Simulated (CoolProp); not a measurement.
Vapour-liquid equilibrium of o-xylene (1) + n-decane (2) at 529.5 K; x and y are mole fractions of (1).

Values from CoolProp's multi-fluid Helmholtz-energy mixture model, Zhou 2012 and Lemmon 2006; pair parameters Bell 2016.

Problem. Give the bubble pressure and the first vapour's composition at x = 0.35, 0.65, 0.8. Is there an azeotrope?

Solution. x = 0.35: 0.6971 MPa, y = 0.448; x = 0.65: 0.8215 MPa, y = 0.738; x = 0.8: 0.8864 MPa, y = 0.859. No azeotrope shows between x = 0.05 and 0.95.

Pair parameters are fitted to limited data, so mixtures are less certain than the pure fluids.
